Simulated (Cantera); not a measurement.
Feed: 1 mol AlBr3, 77 mol N2, 17 mol H2, equilibrated at 1623.15 K and 10.0 mbar.

Equilibrium computed with Cantera from the NASA thermochemical tables; the gas is ideal and each condensed phase is pure. Candidate condensed phases: Al, AlBr3, AlN, Br2; 19 gas species. Equilibrium is a limit: real reactors are often held back by kinetics, nucleation or transport.

Base state: N2 0.802, H2 0.168, HBr 0.0172, AlBr 0.00952, Br 0.00189, AlBr3 0.000894, H 0.000284 (mole fractions); condensed: gas only.

**Question.** What changes in the equilibrium state with this change: pressure from 10.0 mbar to 91.0 Pa?

**Answer.** 
```json
[
 {"species": "N2", "before": "0.802", "after": "0.800"},
 {"species": "H2", "before": "0.168", "after": "0.168"},
 {"species": "HBr", "before": "0.0172", "after": "0.0151"},
 {"species": "Br", "before": "0.00189", "after": "0.00552"},
 {"species": "AlBr", "before": "0.00952", "after": "0.0103"},
 {"species": "AlBr3", "before": "0.000894", "after": "6.84e-5"},
 {"species": "Al", "before": "2.86e-6", "after": "1.17e-5"},
 {"species": "H", "before": "0.000284", "after": "0.000942"}
]
```
